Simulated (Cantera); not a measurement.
Input: 1 mol SiO2, 5.7 mol C, 0.062 mol CO, equilibrated at 2325 °C and 35.0 mbar.

These are equilibrium values from Cantera (NASA tables, ideal gas, pure condensed phases), not measurements of a reactor. Candidate condensed phases: C, Si, SiC, SiO2; 20 gas species. The numbers say what is thermodynamically allowed, not how fast it happens.

Base state: CO 0.851, Si 0.0821, SiC2 0.0279, SiO 0.0228, Si2C 0.0150, Si2 0.000753, C3 6.15e-5, SiC 6.06e-5 (mole fractions); condensed: C(graphite) + SiC(s).

Q: What changes in the equilibrium state with this change: C from 5.7 to 1.4 mol?

A: 
```
species            before     after
----------------  -------  --------
CO                  0.851     0.596
SiO                0.0228     0.253
Si                 0.0821     0.143
SiC2               0.0279  0.000586
Si2C               0.0150   0.00497
C3                6.15e-5   8.14e-8
C                 1.74e-5   1.91e-6
Si3               3.75e-5  0.000198
C(graphite), mol     2.97         0
SiC(s), mol         0.612         0
```

Q: What changes in the equilibrium state with this change: 0.0037 mol H2 added?

A: 
```json
[
 {"species": "CO", "before": "0.851", "after": "0.848"},
 {"species": "Si", "before": "0.0821", "after": "0.0821"},
 {"species": "SiC2", "before": "0.0279", "after": "0.0279"},
 {"species": "H", "before": "0", "after": "0.00271"},
 {"species": "H2", "before": "0", "after": "0.000178"},
 {"species": "SiO", "before": "0.0228", "after": "0.0227"},
 {"species": "Si2C", "before": "0.0150", "after": "0.0150"},
 {"species": "SiH", "before": "0", "after": "4.69e-5"},
 {"species": "C", "before": "1.74e-5", "after": "1.74e-5"},
 {"species": "C3", "before": "6.15e-5", "after": "6.15e-5"},
 {"species": "Si3", "before": "3.75e-5", "after": "3.75e-5"},
 {"species": "C(graphite), mol", "before": "2.97", "after": "2.97"},
 {"species": "SiC(s), mol", "before": "0.612", "after": "0.611"}
]
```
Further candidate phases: C6H6, C7H8, C8H18, H2O.
